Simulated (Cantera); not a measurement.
Charge: 1 mol Si, 7.6 mol CO2, 3.6 mol N2, equilibrated at 130000 Pa.

These are equilibrium values from Cantera (NASA tables, ideal gas, pure condensed phases), not measurements of a reactor. Candidate condensed phases: C, Si, SiC, SiO2, Si2N2O, Si3N4; 34 gas species. The tables hold silica as quartz up to 1696 K and as liquid above; real silica turns to tridymite and cristobalite and melts near 1996 K. Rates play no part.

x: gas mole fraction; n: condensed amount in mol.

| T (K) | x CO2 | x N2 | x CO | x NO | n C(graphite) | n SiO2(α-quartz) | n SiO2(β-quartz) | n SiO2(condensed) |
|---|---|---|---|---|---|---|---|---|
| 725 | 0.632 | 0.350 | 0.0183 | <1e-12 | 0.906 | 1.00 | 0 | 0 |
| 825 | 0.566 | 0.336 | 0.0983 | <1e-12 | 0.473 | 1.00 | 0 | 0 |
| 925 | 0.500 | 0.321 | 0.179 | <1e-12 | 0 | 0 | 1.00 | 0 |
| 1025 | 0.500 | 0.321 | 0.179 | <1e-12 | 0 | 0 | 1.00 | 0 |
| 1125 | 0.500 | 0.321 | 0.179 | <1e-12 | 0 | 0 | 1.00 | 0 |
| 1225 | 0.500 | 0.321 | 0.179 | (withheld) | 0 | 0 | 1.00 | 0 |
| 1325 | 0.500 | 0.321 | 0.179 | (withheld) | 0 | 0 | 1.00 | 0 |
| 1425 | 0.500 | 0.321 | 0.179 | (withheld) | 0 | 0 | 1.00 | 0 |
| 1525 | 0.500 | 0.321 | 0.179 | (withheld) | 0 | 0 | 1.00 | 0 |
| 1625 | 0.500 | 0.321 | 0.179 | (withheld) | 0 | 0 | 1.00 | 0 |
| 1725 | 0.500 | 0.321 | 0.179 | (withheld) | 0 | 0 | 0 | 1.00 |

Q: Some entries are withheld; supply them.

A: 
- 1225, x NO: 2.51e-11
- 1325, x NO: 3.97e-10
- 1425, x NO: 4.26e-9
- 1525, x NO: 3.34e-8
- 1625, x NO: 2.03e-7
- 1725, x NO: 9.97e-7
